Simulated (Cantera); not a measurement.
## Gas-phase reforming

An isothermal, constant-pressure homogeneous reactor starts with CH₄ : H₂O = 1 : 0.6 (molar parts), at 1973 K and 2900000 Pa.

Cantera simulation using GRI-Mech 3.0 (53 species, 325 reactions); the numbers are that mechanism's predictions, not measurements. GRI-Mech 3.0 stops at C3 and has no aromatics, soot or wall deposition, so with more carbon than oxygen in the feed, carbon stays in small species such as C2H2 where larger ones or solid carbon would form. The pressure lies above the range GRI-Mech 3.0 was tuned for (to about 10 atm).

```json
[
 {"t (s)": "0.000100", "x CH₄": "0.160", "x H₂O": "0.261", "x C₂H₂": "0.124", "x HO₂": "2.50e-12", "x H": "0.000154"},
 {"t (s)": "0.000389", "x CH₄": "0.0862", "x H₂O": "0.221", "x C₂H₂": "0.134", "x HO₂": "1.77e-12", "x H": "0.000181"},
 {"t (s)": "0.00152", "x CH₄": "0.0772", "x H₂O": "0.160", "x C₂H₂": "0.107", "x HO₂": "<1e-12", "x H": "0.000191"},
 {"t (s)": "0.00590", "x CH₄": "0.0702", "x H₂O": "0.0753", "x C₂H₂": "0.0667", "x HO₂": "<1e-12", "x H": "0.000202"},
 {"t (s)": "0.0230", "x CH₄": "0.0598", "x H₂O": "0.0156", "x C₂H₂": "0.0396", "x HO₂": "<1e-12", "x H": "0.000210"},
 {"t (s)": "0.0894", "x CH₄": "0.0560", "x H₂O": "0.000278", "x C₂H₂": "0.0330", "x HO₂": "<1e-12", "x H": "0.000212"},
 {"t (s)": "0.348", "x CH₄": "0.0560", "x H₂O": "6.01e-5", "x C₂H₂": "0.0329", "x HO₂": "<1e-12", "x H": "0.000212"},
 {"t (s)": "1.36", "x CH₄": "0.0560", "x H₂O": "6.01e-5", "x C₂H₂": "0.0329", "x HO₂": "<1e-12", "x H": "0.000212"},
 {"t (s)": "5.28", "x CH₄": "0.0560", "x H₂O": "6.01e-5", "x C₂H₂": "0.0329", "x HO₂": "<1e-12", "x H": "0.000212"},
 {"t (s)": "20.5", "x CH₄": "0.0560", "x H₂O": "6.01e-5", "x C₂H₂": "0.0329", "x HO₂": "<1e-12", "x H": "0.000212"},
 {"t (s)": "80.0", "x CH₄": "0.0560", "x H₂O": "6.01e-5", "x C₂H₂": "0.0329", "x HO₂": "<1e-12", "x H": "0.000212"}
]
```
x: mole fraction; the columns are a selection and need not sum to one.

Equilibrium at this temperature and pressure: CH₄ 0.0560, H₂O 6.17e-5, C₂H₂ 0.0329, HO₂ <1e-12, H 0.000212 (gas phase only).
